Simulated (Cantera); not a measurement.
Thermodynamics of carbothermic reduction, feed Fe3O4 + C + H2

A closed system holds: 1 mol Fe3O4, 0.35 mol C, 0.48 mol H2, at 750 Torr.

Cantera equilibrium calculation (NASA polynomials, part measured and part estimated; ideal gas, pure solids and liquids). Candidate condensed phases: C, C6H6, C7H8, C8H18, Fe, Fe(CO)5, FeO, Fe(OH)2, Fe(OH)3, Fe2O3, Fe3O4, H2O; 114 gas species. The tables' stoichiometric FeO is somewhat more stable than real wüstite, so its field is too wide. FeO: taken at fixed stoichiometry. The numbers say what is thermodynamically allowed, not how fast it happens.

```csv
T (°C),log p H2O,log p CO2,log p CO,log p H2,log p H,log p Fe(OH)2,log p OH,n FeO(s),n FeO(l)
1200,-0.31,-0.53,-0.89,-1.06,-5.43,-5.23,-6.26,3.00,0
1250,-0.31,-0.54,-0.88,-1.07,-5.17,-5.02,-5.92,3.00,0
1300,-0.30,-0.54,-0.87,-1.09,-4.94,-4.82,-5.59,3.00,0
1350,-0.30,-0.55,-0.86,-1.10,-4.71,-4.64,-5.29,3.00,0
1400,-0.30,-0.55,-0.85,-1.12,-4.50,-4.48,-5.00,0,3.00
1450,-0.30,-0.56,-0.84,-1.13,-4.31,-4.34,-4.73,0,3.00
1500,-0.30,-0.56,-0.84,-1.14,-4.12,-4.20,-4.48,0,3.00
1550,-0.29,-0.56,-0.83,-1.16,-3.94,-4.08,-4.24,0,3.00
```
log p: log10 of the partial pressure in bar; n: condensed amount in mol.

From 1200 °C to 1350 °C the condensed part is FeO(s). From 1400 °C to 1550 °C the condensed part is FeO(l). The main Fe-bearing gas is Fe(OH)2 throughout.
